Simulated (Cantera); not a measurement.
A perfectly stirred reactor is fed with CH₄ : N₂ = 1 : 85 (molar parts), at 0.0330 bar; it is held at 1975 K, and followed from long to short residence time.

Computed with Cantera and GRI-Mech 3.0 (53 species, 325 reactions). GRI-Mech 3.0 stops at C3 and has no aromatics, soot or wall deposition, so with more carbon than oxygen in the feed, carbon stays in small species such as C2H2 where larger ones or solid carbon would form. Radical loss at walls, strong at low pressure, is not modelled.

Problem. What does this change do: 8.4 parts H2O added?

Solution. 
| quantity | before | after |
|---|---|---|
| x(CH₄) at τ = 0.780 s | 0.000424 | 0.000442 |
| x(C₂H) at τ = 0.780 s | 1.45e-6 | 4.07e-8 |
| x(CH₂) at τ = 0.780 s | 2.35e-6 | 1.06e-6 |
| x(H) at τ = 0.780 s | 0.000267 | 0.000332 |
| x(C₂H₄) at τ = 0.780 s | 6.01e-6 | 1.71e-6 |
| x(CH₄) at τ = 10.0 ms | 0.00716 | 0.00619 |
| x(C₂H) at τ = 10.0 ms | 2.87e-7 | 1.75e-7 |
| x(CH₂) at τ = 10.0 ms | 4.31e-6 | 5.77e-6 |
| x(H) at τ = 10.0 ms | 6.11e-5 | 6.22e-5 |
| x(C₂H₄) at τ = 10.0 ms | 0.000274 | 0.000184 |

Problem. What does this change do: pressure from 0.0330 bar to 0.000120 bar?

Solution. 
| quantity | before | after |
|---|---|---|
| x(CH₄) at τ = 0.780 s | 0.000424 | 0.0104 |
| x(C₂H) at τ = 0.780 s | 1.45e-6 | 5.34e-8 |
| x(CH₂) at τ = 0.780 s | 2.35e-6 | 1.95e-6 |
| x(H) at τ = 0.780 s | 0.000267 | 1.85e-5 |
| x(C₂H₄) at τ = 0.780 s | 6.01e-6 | 8.35e-5 |
| x(CH₄) at τ = 10.0 ms | 0.00716 | 0.0116 |
| x(C₂H) at τ = 10.0 ms | 2.87e-7 | <1e-12 |
| x(CH₂) at τ = 10.0 ms | 4.31e-6 | 6.82e-10 |
| x(H) at τ = 10.0 ms | 6.11e-5 | 2.97e-6 |
| x(C₂H₄) at τ = 10.0 ms | 0.000274 | 3.63e-10 |

Problem. What does this change do: 5.3 parts H2O added?

Solution. 
```tsv
quantity	before	after
x(CH₄) at τ = 0.780 s	0.000424	0.000496
x(C₂H) at τ = 0.780 s	1.45e-6	9.50e-8
x(CH₂) at τ = 0.780 s	2.35e-6	1.41e-6
x(H) at τ = 0.780 s	0.000267	0.000346
x(C₂H₄) at τ = 0.780 s	6.01e-6	2.66e-6
x(CH₄) at τ = 10.0 ms	0.00716	0.00654
x(C₂H) at τ = 10.0 ms	2.87e-7	1.84e-7
x(CH₂) at τ = 10.0 ms	4.31e-6	5.53e-6
x(H) at τ = 10.0 ms	6.11e-5	6.03e-5
x(C₂H₄) at τ = 10.0 ms	0.000274	0.000210
```
